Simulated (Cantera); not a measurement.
Feed: 1 mol Fe(CO)5, 7.1 mol H2, a varied amount of N2, equilibrated at 1275 K and 0.680 bar.

These are equilibrium values from Cantera (NASA tables, ideal gas, pure condensed phases), not measurements of a reactor. Candidate condensed phases: C, C6H6, C7H8, C8H18, Fe, Fe(CO)5, FeO, Fe(OH)2, Fe(OH)3, Fe2O3, Fe3O4, H2O; 140 gas species. Condensed phases not in the tables: cementite and carbon dissolved in iron. The numbers say what is thermodynamically allowed, not how fast it happens.

Question: At 12 mol N2, list the 7 most abundant gas species with their mole fractions, and the condensed phases.

Answer: N2 0.499, H2 0.293, CO 0.207, CH4 0.000542, H2O 0.000481, CO2 0.000204, HCN 6.23e-5. Condensed: C(graphite) + Fe(γ).
